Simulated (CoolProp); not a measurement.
Octamethylcyclotetrasiloxane (D4) at 454.77 K and 0.0874 MPa is throttled through a valve to 0.0412 MPa with no heat exchange. Each further row changes one setting.

Computed with CoolProp (reference Helmholtz-energy equation of state, Thol 2015).

```csv
case,temperature change (K),final density (kg/m³)
as stated,?,3.33
outlet pressure 0.0124 MPa,-1.5,?
outlet pressure 0.0536 MPa,?,4.38
```

Question: Some entries are withheld; supply them.

Answer: 
- as stated, temperature change (K): -0.9
- outlet pressure 0.0124 MPa, final density (kg/m³): 0.984
- outlet pressure 0.0536 MPa, temperature change (K): -0.7
